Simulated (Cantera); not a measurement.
A Cantera script and what it prints.

```python
import numpy as np
import cantera as ct

gas_names = """
    B BH BH2 BH3 B2 H H2
""".split()
cond_names = """
    B(b) B(L)
""".split()


# ... load() reads the species with a 1 bar reference pressure and builds the phases ...
atoms = {
    'B2H6': {'B': 2, 'H': 6},
    'H2': {'H': 2},
}
top_T = {}  # K; cautious upper limits of use, not melting points


# ... equilibrate(T, P, feed) seeds the gas with the atoms and calls Mixture.equilibrate('TP', solver="vcs", rtol=1e-11, max_steps=5000) ...
results = []
feed = {'B2H6': 1, 'H2': 1.4}  # mol
P = 10000  # Pa
for T in [950, 1100, 1250, 1400, 1550, 1700, 1850, 2000, 2150]:
    mix = equilibrate(T, P, feed)
    results.append((T, P, feed, dict(zip(mix.species_names, mix.species_moles))))

top = {s: max(r[3][s] / sum(r[3][g] for g in gas_names) for r in results) for s in gas_names}
cols = sorted((s for s in top if top[s] > 1e-05), key=lambda s: -top[s])[:9]
seen = [c for c in cond_names if any(r[3].get(c, 0) > 1e-12 for r in results)]
print("log10 of partial pressures in bar; condensed amounts in mol")
print(f"{'T/K':>10s}" + "".join(f"{s[:9]:>10s}" for s in cols + seen))
for T, P, feed, n in results:
    ng = sum(n[g] for g in gas_names)
    print(f"{T:10.4g}" + "".join(f"{np.log10(max(n[s] / ng * P / 1e5, 1e-99)):10.3f}" for s in cols)
          + "".join(f"{n.get(c, 0):10.4g}" for c in seen))
```

Result:

```
log10 of partial pressures in bar; condensed amounts in mol
       T/K        H2         H       BH2       BH3         B      B(b)
       950    -1.000    -9.755    -9.938    -8.577   -22.988         2
      1100    -1.000    -8.087    -8.469    -7.871   -18.789         2
      1250    -1.000    -6.816    -7.357    -7.344   -15.601         2
      1400    -1.000    -5.813    -6.487    -6.936   -13.101         2
      1550    -1.000    -5.002    -5.788    -6.612   -11.087         2
      1700    -1.000    -4.332    -5.214    -6.348    -9.432         2
      1850    -1.001    -3.769    -4.736    -6.130    -8.049     1.999
      2000    -1.002    -3.290    -4.332    -5.949    -6.875     1.998
      2150    -1.006    -2.878    -3.989    -5.799    -5.868     1.995
```

These are equilibrium values from Cantera (NASA tables, ideal gas, pure condensed phases), not measurements of a reactor. The feed counts by its element totals alone. The tables' values for BH2 are old estimates; treat these amounts as uncertain. Gases not in the tables: B2H6 and higher boranes.
